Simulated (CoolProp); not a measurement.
The fluid at 423.29 K and 4.83 MPa (supercritical) is heated at constant pressure to 464.7 K. The same conditions are run with several fluids, on thermodynamics alone (safety and materials aside).

Values from CoolProp's reference Helmholtz-energy equation of state of each fluid (propylene: Lemmon 2013; R407C: Lemmon 2003; dry air: Lemmon 2000; methane: Setzmann 1991). Blends and air are pseudo-pure fits.

Q: Rank propylene, R407C, dry air, methane by heat (kJ/kg), highest first.

A: methane (116), propylene (103), R407C (52.9), dry air (43.4)

```json
[
 {"fluid": "propylene", "final density (kg/m³)": "63.3"},
 {"fluid": "R407C", "final density (kg/m³)": "126"},
 {"fluid": "dry air", "final density (kg/m³)": "35.6"},
 {"fluid": "methane", "final density (kg/m³)": "20.1"}
]
```
